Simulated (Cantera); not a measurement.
Cantera run, input and output.

```python
import numpy as np
import cantera as ct

gas = ct.Solution("gri30.yaml")
gas.TPX = 1523, 46000, {'CH4': 1, 'H2': 0.35, 'O2': 4.94, 'N2': 18.6, 'H2O': 1.9}
reactor = ct.IdealGasReactor(gas, energy="on", clone=False)
net = ct.ReactorNet([reactor])
net.rtol, net.atol = 1e-08, 1e-16
show = ['CH4', 'H2', 'O2', 'CO2', 'C2H4', 'HCN', 'H2O2']
times = np.geomspace(4e-06, 0.1, 12)

steps = ct.SolutionArray(gas, extra=["t"])
rows = []
print(f"{'t/s':>10s}{'T/K':>9s}{'P/Pa':>11s}" + "".join(f"{s:>11s}" for s in show))
for t in times:
    while net.time < t:
        t_next = net.step()
        steps.append(gas.state, t=t_next)
    rows.append([np.interp(t, steps.t, y) for y in (steps.T, steps.P, *steps(*show).X.T)])
    print(f"{t:10.3e}{rows[-1][0]:9.1f}{rows[-1][1]:11.4g}" + "".join(f"{x:11.3e}" for x in rows[-1][2:]))
rate = np.gradient(steps.T, steps.t)
print("integrator steps:", len(steps.t))
if steps.T.max() > steps.T[0] + 200:
    print(f"time of steepest temperature rise: {steps.t[rate.argmax()]:.4e} s")
gas.TPX = 1523, 46000, {'CH4': 1, 'H2': 0.35, 'O2': 4.94, 'N2': 18.6, 'H2O': 1.9}
gas.equilibrate("UV")
print(f"equilibrium (UV): T = {gas.T:.1f} K  " + "  ".join(f"{s} {gas[s].X[0]:.3e}" for s in show))
```

It prints:

```
       t/s      T/K       P/Pa        CH4         H2         O2        CO2       C2H4        HCN       H2O2
 4.000e-06   1523.0    4.6e+04  3.733e-02  1.306e-02  1.844e-01  9.074e-14  1.979e-14  1.024e-19  5.470e-10
 1.004e-05   1523.0    4.6e+04  3.733e-02  1.306e-02  1.844e-01  1.890e-12  9.611e-13  9.127e-19  2.742e-09
 2.522e-05   1523.0    4.6e+04  3.733e-02  1.306e-02  1.844e-01  3.116e-11  3.811e-11  8.335e-18  1.080e-08
 6.331e-05   1523.0    4.6e+04  3.732e-02  1.306e-02  1.844e-01  6.897e-10  1.490e-09  8.936e-17  3.182e-08
 1.590e-04   1523.0    4.6e+04  3.726e-02  1.305e-02  1.844e-01  4.630e-08  1.325e-07  3.222e-15  7.713e-08
 3.991e-04   1542.1   4.66e+04  3.364e-02  1.289e-02  1.817e-01  6.310e-05  1.709e-04  9.743e-11  1.465e-06
 1.002e-03   2414.0   7.32e+04  6.158e-19  2.924e-03  1.006e-01  3.316e-02  5.655e-29  7.938e-13  2.097e-07
 2.516e-03   2438.4  7.383e+04  5.370e-19  2.411e-03  1.005e-01  3.393e-02  3.277e-29  9.895e-13  2.493e-07
 6.318e-03   2435.9  7.374e+04  5.236e-19  2.391e-03  9.977e-02  3.396e-02  3.134e-29  1.289e-12  2.471e-07
 1.586e-02   2430.7  7.357e+04  4.964e-19  2.351e-03  9.834e-02  3.403e-02  2.849e-29  1.838e-12  2.425e-07
 3.983e-02   2423.1  7.332e+04  4.585e-19  2.292e-03  9.628e-02  3.413e-02  2.472e-29  2.471e-12  2.359e-07
 1.000e-01   2418.6  7.317e+04  4.371e-19  2.258e-03  9.506e-02  3.419e-02  2.269e-29  2.769e-12  2.321e-07
integrator steps: 1613
time of steepest temperature rise: 4.9236e-04 s
equilibrium (UV): T = 2418.1 K  CH4 6.404e-19  H2 2.255e-03  O2 9.495e-02  CO2 3.420e-02  C2H4 2.771e-29  HCN 2.795e-12  H2O2 2.317e-07
```

Model: GRI-Mech 3.0 (53 species, 325 reactions), integrated in Cantera.
